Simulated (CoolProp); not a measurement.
Properties of dimethyl carbonate along the isotherm 326.85 °C.

Computed with CoolProp (reference Helmholtz-energy equation of state, Zhou 2011).

```tsv
p (MPa)	phase	speed of sound (m/s)	expansivity (1/kK)
1.02	gas	229.0	2.030
2.05	gas	215.5	2.548
3.07	gas	200.8	3.323
4.09	gas	184.9	4.589
5.11	supercritical	168.5	6.827
6.14	supercritical	154.6	10.88
7.16	supercritical	149.0	16.38
8.18	supercritical	161.1	16.99
9.2	supercritical	189.4	12.59
10.2	supercritical	218.3	9.606
11.2	supercritical	244.8	7.784
12.3	supercritical	271.1	6.478
```
